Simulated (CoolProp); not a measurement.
R11 along the isobar 8820 kPa: fugacity coefficient from the reference equation and from simpler models built on Tc = 471.1 K, pc = 4408 kPa, ω = 0.189; each cubic takes its own stable root.

Computed with CoolProp (reference Helmholtz-energy equation of state, Jacobsen 1992).

```
T (K)          phase  reference
-----  -------------  ---------
432.2         liquid     0.2609
441.9         liquid     0.2923
451.6         liquid     0.3249
461.3         liquid     0.3583
471           liquid     0.3922
480.6  supercritical     0.4260
490.3  supercritical     0.4600
500    supercritical     0.4933
```

Task: How far does each simpler model (van der Waals, Redlich-Kwong, Soave-Redlich-Kwong, Peng-Robinson) lie from the reference over these 8 states: mean and median of the absolute difference, and the worst?

Result: 
- van der Waals: mean 16.2 %, median 14.6 %, worst +33.7 % at 432.2 K and 8820 kPa
- Redlich-Kwong: mean 4.4 %, median 4.1 %, worst +9.4 % at 432.2 K and 8820 kPa
- Soave-Redlich-Kwong: mean 3.4 %, median 3.4 %, worst +3.6 % at 441.9 K and 8820 kPa
- Peng-Robinson: mean 2.1 %, median 2.1 %, worst -2.4 % at 500 K and 8820 kPa
